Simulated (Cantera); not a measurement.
Feed: 1 mol Si, 0.53 mol Cl₂, 6.1 mol H₂, equilibrated at 0.390 bar.

Equilibrium computed with Cantera from the NASA thermochemical tables; the gas is ideal and each condensed phase is pure. Candidate condensed phases: Si; 19 gas species. Equilibrium is a limit: real reactors are often held back by kinetics, nucleation or transport.

Over these rows the condensed part is Si(s). Partial pressures as log10 of bar:

```
T (K)  1000/T (1/K)  log p SiCl₂  log p H₂  log p SiCl₄  log p SiHCl₃
-----  ------------  -----------  --------  -----------  ------------
775          1.2903        -6.50     -0.43        -1.97         -2.14
875          1.1429        -5.27     -0.43        -1.98         -2.16
975          1.0256        -4.31     -0.43        -1.99         -2.19
1075         0.9302        -3.55     -0.44        -2.03         -2.23
1175         0.8511        -2.94     -0.44        -2.12         -2.31
1275         0.7843            ?     -0.45        -2.29         -2.46
```

**Question.** Fit log p(SiCl₂) = a + b·(1000/T) to the five rows, give the apparent enthalpy, and predict the row at 1275 K.

**Answer.** Means: 1000/T = 1.0480, log p = -4.514. Sxy = -0.981002, Sxx = 0.1208635, so b = -8.12 and a = -4.514 − (-8.12)×1.0480 = 4.00.
Apparent enthalpy: −19.145 × (-8.12) = 155 kJ/mol. With the condensed phases at unit activity, 1/2 Si(s) + 1/2 SiCl₄(g) = SiCl₂(g) links this pressure to the main gases: over the six rows their terms move log p by -0.16 in all, so the slope is close to that reaction's ΔH°. The five rows lie within 0.03 of the line.
Prediction at 1275 K: 4.00 + (-8.12)×0.7843 = -2.37. The computed value is -2.49, 0.12 from the line.
